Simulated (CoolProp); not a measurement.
Dimethyl ether along the isobar 16.9 MPa: fugacity coefficient from the reference equation and from simpler models built on Tc = 400.4 K, pc = 5.337 MPa, ω = 0.196; each cubic takes its own stable root.

Values from CoolProp's reference Helmholtz-energy equation of state, Wu 2011.

| T (K) | phase | reference |
|---|---|---|
| 158.4 | liquid | 1.556e-5 |
| 176.6 | liquid | 0.0001072 |
| 194.7 | liquid | 0.0004844 |
| 212.8 | liquid | 0.001624 |
| 230.9 | liquid | 0.004351 |
| 249.1 | liquid | 0.009859 |
| 267.2 | liquid | 0.01943 |
| 285.3 | liquid | 0.03441 |
| 303.5 | liquid | 0.05600 |
| 321.6 | liquid | 0.08466 |
| 339.7 | liquid | 0.1207 |
| 357.8 | liquid | 0.1637 |
| 376 | liquid | 0.2131 |

Q: How far does each simpler model (van der Waals, Redlich-Kwong, Soave-Redlich-Kwong) lie from the reference over these 13 states: mean and median of the absolute difference, and the worst?

A: 
- van der Waals: mean 3595.2 %, median 368.2 %, worst +29540.1 % at 158.4 K and 16.9 MPa
- Redlich-Kwong: mean 53.8 %, median 49.8 %, worst +97.8 % at 176.6 K and 16.9 MPa
- Soave-Redlich-Kwong: mean 6.1 %, median 5.8 %, worst +8.4 % at 158.4 K and 16.9 MPa
